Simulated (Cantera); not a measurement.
## Hydrocarbon pyrolysis for carbon deposition

An isothermal, constant-pressure homogeneous reactor starts with 1.43 % C2H6, 98.6 % H2, at 1048 K and 90.0 Torr.

Cantera simulation using GRI-Mech 3.0 (53 species, 325 reactions); the numbers are that mechanism's predictions, not measurements. GRI-Mech 3.0 stops at C3 and has no aromatics, soot or wall deposition, so with more carbon than oxygen in the feed, carbon stays in small species such as C2H2 where larger ones or solid carbon would form.

| t (s) | x C2H6 | x H2 | x CH2 | x C2H4 | x C2H2 | x CH4 |
|---|---|---|---|---|---|---|
| 5.00e-5 | 0.0143 | 0.986 | <1e-12 | 7.73e-11 | <1e-12 | 2.41e-9 |
| 0.000169 | 0.0143 | 0.986 | <1e-12 | 3.47e-9 | <1e-12 | 1.54e-8 |
| 0.000574 | 0.0143 | 0.986 | <1e-12 | 7.07e-8 | <1e-12 | 6.53e-8 |
| 0.00195 | 0.0143 | 0.986 | <1e-12 | 9.63e-7 | <1e-12 | 2.39e-7 |
| 0.00660 | 0.0143 | 0.986 | <1e-12 | 1.15e-5 | 3.45e-11 | 9.92e-7 |
| 0.0224 | 0.0142 | 0.986 | <1e-12 | 0.000127 | 4.11e-9 | 9.26e-6 |
| 0.0758 | 0.0132 | 0.986 | <1e-12 | 0.00100 | 2.72e-7 | 0.000125 |
| 0.257 | 0.00996 | 0.985 | <1e-12 | 0.00396 | 5.20e-6 | 0.000611 |
| 0.871 | 0.00455 | 0.985 | <1e-12 | 0.00877 | 4.43e-5 | 0.00157 |
| 2.95 | 0.00172 | 0.985 | <1e-12 | 0.0109 | 0.000178 | 0.00270 |
| 10.0 | 0.00139 | 0.983 | <1e-12 | 0.00998 | 0.000377 | 0.00478 |
x: mole fraction; the columns are a selection and need not sum to one.

Equilibrium at this temperature and pressure: C2H6 2.22e-7, H2 0.971, CH2 <1e-12, C2H4 1.56e-6, C2H2 7.33e-8, CH4 0.0286 (gas phase only).
